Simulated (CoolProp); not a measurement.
The numbers come from the reference Helmholtz-energy equation of state, Tillner-Roth 1997 in CoolProp.

**Question.** Give the vapour pressure (MPa), vapour viscosity (µPa s), liquid conductivity (mW/(m K)) of saturated CH2F2 (R32) at 285.3, 296.9, 300.8 K.

**Answer.** 
```tsv
T (K)	p (MPa)	vapour viscosity (µPa s)	liquid conductivity (mW/(m K))
285.3	1.18	13.0	145
296.9	1.63	13.7	135
300.8	1.81	13.9	132
```

Viscosity comes from a separate model (Bell 2016), an estimate that may be off by 10 % or more. Thermal conductivity comes from a separate model (Huber 2003), an estimate that may be off by 10 % or more.
